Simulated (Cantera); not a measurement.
Input: 1 mol SiH₂Cl₂, 0.54 mol O₃, 6.2 mol N₂, 0.35 mol O₂, held at 84.0 mbar.

Method: chemical equilibrium by Gibbs-energy minimisation in Cantera with the NASA 1993 tables (ideal gas, pure condensed phases). Candidate condensed phases: H₂O, NH₄Cl, Si, SiO₂, Si₂N₂O, Si₃N₄; 47 gas species. The tables hold silica as quartz up to 1696 K and as liquid above; real silica turns to tridymite and cristobalite and melts near 1996 K. Kinetics and transport are ignored.

### Question
Which condensed phases are stable at each of these points (T (°C)): 1450, 1500, 1550, 1600, 1650, 1700, 1750?

### Answer
```json
[
 {"T (°C)": "1450", "condensed phases": "SiO₂(condensed)", "Si condensed (%)": "100.0"},
 {"T (°C)": "1500", "condensed phases": "SiO₂(condensed)", "Si condensed (%)": "100.0"},
 {"T (°C)": "1550", "condensed phases": "SiO₂(condensed)", "Si condensed (%)": "100.0"},
 {"T (°C)": "1600", "condensed phases": "SiO₂(condensed)", "Si condensed (%)": "100.0"},
 {"T (°C)": "1650", "condensed phases": "SiO₂(condensed)", "Si condensed (%)": "100.0"},
 {"T (°C)": "1700", "condensed phases": "SiO₂(condensed)", "Si condensed (%)": "100.0"},
 {"T (°C)": "1750", "condensed phases": "SiO₂(l)", "Si condensed (%)": "100.0"}
]
```

From 1450 °C to 1700 °C the condensed part is SiO₂(condensed). At 1750 °C the condensed part is SiO₂(l).
